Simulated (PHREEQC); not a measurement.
NaOH is added in steps, without added water, to 1 kg of water holding 44 mmol/kgw KH2PO4, 0.057 mmol/kgw Na2SO4 and 7 mmol/kgw KCl, at 20 °C. Oxygen alone is held at its pressure in air (log pO2 = -0.68). CO2 from the air is kept out. Solids allowed: Halite, Mirabilite. Others were left out.

Base run: PHREEQC, ion-association model, wateq4f.dat. Each further column changes one thing. The table gives NaSO4- (mol/kgw).

| NaOH added (mol) | base | KH2PO4 left out | KCl left out | KH2PO4 from 0.044 to 0.066 mol/kgw | no solid may form |
|---|---|---|---|---|---|
| 0 | 1.26e-8 | 2.16e-8 | 1.33e-8 | 1.09e-8 | 1.26e-8 |
| 0.006825 | 7.10e-7 | 1.15e-6 | 7.44e-7 | 6.27e-7 | 7.10e-7 |
| 0.01365 | 1.32e-6 | 2.06e-6 | 1.38e-6 | 1.18e-6 | 1.32e-6 |
| 0.02048 | 1.87e-6 | 2.85e-6 | 1.93e-6 | 1.69e-6 | 1.87e-6 |
| 0.0273 | 2.36e-6 | 3.55e-6 | 2.44e-6 | 2.15e-6 | 2.36e-6 |
| 0.03413 | 2.81e-6 | 4.18e-6 | 2.90e-6 | 2.58e-6 | 2.81e-6 |
| 0.04095 | 3.23e-6 | 4.76e-6 | 3.32e-6 | 2.98e-6 | 3.23e-6 |
| 0.05005 | 3.73e-6 | 5.46e-6 | 3.82e-6 | 3.48e-6 | 3.73e-6 |
| 0.05688 | 4.07e-6 | 5.95e-6 | 4.17e-6 | 3.84e-6 | 4.07e-6 |
| 0.0637 | 4.40e-6 | 6.40e-6 | 4.50e-6 | 4.17e-6 | 4.40e-6 |
| 0.07053 | 4.72e-6 | 6.83e-6 | 4.82e-6 | 4.47e-6 | 4.72e-6 |
| 0.07735 | 5.03e-6 | 7.24e-6 | 5.13e-6 | 4.76e-6 | 5.03e-6 |
| 0.08417 | 5.34e-6 | 7.63e-6 | 5.44e-6 | 5.04e-6 | 5.34e-6 |
| 0.091 | 5.65e-6 | 8.00e-6 | 5.75e-6 | 5.30e-6 | 5.65e-6 |

H3PO4, which wateq4f.dat lacks, is added to it with the constant of phreeqc.dat.  Solids allowed in the column 'KCl left out': Mirabilite.
